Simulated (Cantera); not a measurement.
A closed system holds: 1 mol Si, 20 mol HBr, 6.3 mol H2, held at 1.00 Torr.

Cantera equilibrium calculation (NASA polynomials, part measured and part estimated; ideal gas, pure solids and liquids). Candidate condensed phases: Br2, Si; 19 gas species. Rates play no part.

Q: At 500 °C, list the 3 most abundant gas species with their mole fractions, and the condensed phases.

A: HBr 0.632, H2 0.328, SiBr4 0.0395. Condensed: gas only.
